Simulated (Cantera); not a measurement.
An isothermal, constant-pressure homogeneous reactor starts with CH4 : CO2 = 1 : 1.3 (molar parts), at 1473 K and 4.60 bar.

Model: GRI-Mech 3.0 (53 species, 325 reactions), integrated in Cantera.

x: mole fraction; the columns are a selection and need not sum to one.

| t (s) | x CH4 | x CO2 | x O2 | x H2O | x CH2O | x CH2CO | x CO |
|---|---|---|---|---|---|---|---|
| 0.000300 | 0.435 | 0.565 | <1e-12 | 1.95e-6 | 1.86e-7 | 1.97e-12 | 2.17e-6 |
| 0.000634 | 0.434 | 0.565 | <1e-12 | 4.48e-6 | 4.44e-7 | 1.04e-11 | 5.12e-6 |
| 0.00134 | 0.434 | 0.565 | <1e-12 | 1.11e-5 | 9.52e-7 | 5.96e-11 | 1.31e-5 |
| 0.00283 | 0.432 | 0.565 | <1e-12 | 3.23e-5 | 1.70e-6 | 3.92e-10 | 3.93e-5 |
| 0.00597 | 0.428 | 0.564 | <1e-12 | 0.000118 | 2.28e-6 | [?] | 0.000142 |
| 0.0126 | 0.419 | 0.561 | <1e-12 | 0.000511 | 2.40e-6 | [?] | 0.000580 |
| 0.0266 | 0.401 | 0.553 | <1e-12 | 0.00222 | 2.13e-6 | [?] | 0.00238 |
| 0.0563 | 0.368 | 0.533 | <1e-12 | 0.00869 | 1.76e-6 | [?] | 0.00903 |
| 0.119 | 0.314 | 0.492 | <1e-12 | 0.0292 | 1.48e-6 | [?] | 0.0299 |
| 0.251 | 0.240 | 0.412 | <1e-12 | 0.0799 | 1.48e-6 | [?] | 0.0820 |
| 0.531 | 0.153 | 0.292 | <1e-12 | 0.163 | 1.83e-6 | [?] | 0.172 |
| 1.12 | 0.0939 | 0.198 | <1e-12 | 0.215 | 1.75e-6 | [?] | 0.252 |
| 2.37 | 0.0873 | 0.165 | <1e-12 | 0.202 | 1.17e-6 | [?] | 0.300 |
| 5.00 | 0.0914 | 0.139 | <1e-12 | 0.175 | 7.47e-7 | [?] | 0.350 |

### Question
What belongs in the gaps?

### Answer

- 0.00597, x CH2CO: 2.93e-9
- 0.0126, x CH2CO: 2.25e-8
- 0.0266, x CH2CO: 1.63e-7
- 0.0563, x CH2CO: 8.86e-7
- 0.119, x CH2CO: 3.35e-6
- 0.251, x CH2CO: 1.06e-5
- 0.531, x CH2CO: 2.81e-5
- 1.12, x CH2CO: 4.21e-5
- 2.37, x CH2CO: 3.14e-5
- 5.00, x CH2CO: 1.80e-5
